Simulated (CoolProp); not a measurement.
Fluorine along the isobar 6.93 MPa: fugacity coefficient from the reference equation and from simpler models built on Tc = 144.4 K, pc = 5.240 MPa, ω = 0.045; each cubic takes its own stable root.

The numbers come from the reference Helmholtz-energy equation of state, de Reuck 1990 in CoolProp.

```
T (K)          phase  reference
-----  -------------  ---------
139.4         liquid     0.4693
150.1  supercritical     0.6111
160.8  supercritical     0.7009
171.5  supercritical     0.7590
182.2  supercritical     0.8028
192.9  supercritical     0.8371
203.6  supercritical     0.8646
214.3  supercritical     0.8869
225    supercritical     0.9052
235.7  supercritical     0.9204
246.5  supercritical     0.9332
257.2  supercritical     0.9440
267.9  supercritical     0.9532
278.6  supercritical     0.9610
289.3  supercritical     0.9679
300    supercritical     0.9738
```

Question: How far does each simpler model (Redlich-Kwong, Soave-Redlich-Kwong, Peng-Robinson) lie from the reference over these 16 states: mean and median of the absolute difference, and the worst?

Answer: 
- Redlich-Kwong: mean 0.9 %, median 0.9 %, worst +1.5 % at 139.4 K and 6.93 MPa
- Soave-Redlich-Kwong: mean 0.6 %, median 0.6 %, worst +1.2 % at 139.4 K and 6.93 MPa
- Peng-Robinson: mean 2.6 %, median 2.5 %, worst -4.5 % at 160.8 K and 6.93 MPa
